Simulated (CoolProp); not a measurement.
A Linde-Hampson liquefier for CF4 (R14): isothermal reversible compression at 250 K from 1 atm to 20 MPa, throttling to 1 atm, return gas leaving the recuperator 5 K below the feed. Each further row changes one setting.

Values from CoolProp's reference Helmholtz-energy equation of state, Platzer 1990. This equation is an older, rougher fit; its heat capacities, sound speeds and derivatives of the liquid may be far off and weren't checked against measurements.

```json
[
 {"case": "as stated", "liquid yield per pass": "(withheld)", "compression work (kJ/kg of gas)": "100"},
 {"case": "high pressure 40 MPa", "liquid yield per pass": "0.418", "compression work (kJ/kg of gas)": "(withheld)"},
 {"case": "warm-end temperature 280 K", "liquid yield per pass": "0.320", "compression work (kJ/kg of gas)": "121"},
 {"case": "warm-end gap 10 K", "liquid yield per pass": "(withheld)", "compression work (kJ/kg of gas)": "100"}
]
```

Some entries are withheld; supply them.


- as stated, liquid yield per pass: 0.425
- high pressure 40 MPa, compression work (kJ/kg of gas): 116
- warm-end gap 10 K, liquid yield per pass: 0.416
